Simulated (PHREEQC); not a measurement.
Make-up at 55 °C: 0.0098 mol/kgw CdCl2, 0.0042 mol/kgw HCl and 0.00026 mol/kgw Na2SO4. Closed to the air; pH follows from the charge balance.

Equilibrium calculation in PHREEQC: ion-association model, wateq4f.dat.

Problem. The ionic strength comes out as 0.0236 mol/kgw. What activity coefficients do CdCl3-, Cl-, Na+, Cd+2, SO4-2 get?

Solution. CdCl3- 0.86, Cl- 0.85, Na+ 0.86, Cd+2 0.53, SO4-2 0.54.

Precipitation was switched off in this run. Away from 25 °C the constants follow the database's enthalpies or fits; those with neither stay at their 25 °C values.
